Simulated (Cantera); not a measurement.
Charge: 1 mol MgSO4, 1.7 mol H2, 0.026 mol CO2, at 1250 °C and 0.00133 bar.

Method: chemical equilibrium by Gibbs-energy minimisation in Cantera with the NASA 1993 tables (ideal gas, pure condensed phases). Candidate condensed phases: C, C6H6, C7H8, C8H18, H2O, H2SO4, Mg, MgCO3, MgO, Mg(OH)2, MgS, MgSO4, S; 130 gas species. Kinetics and transport are ignored.

Base state: H2O 0.534, SO2 0.299, H2 0.109, S2 0.0324, SO 0.0121, CO2 0.00637, CO 0.00350, H2S 0.00234 (mole fractions); condensed: MgO(s).

Problem. What changes in the equilibrium state with this change: temperature from 1250 °C to 450 °C?

Solution. 
```tsv
species	before	after
H2O	0.534	0.642
SO2	0.299	0.271
S2	0.0324	0.0470
H2	0.109	0.000435
SO	0.0121	3.07e-7
H2S	0.00234	0.0286
CO2	0.00637	0.0103
S	0.000261	<1e-9
H	0.000210	<1e-9
MgO(s), mol	1.000	1.00
```
Gases not in the tables: S3 to S7.
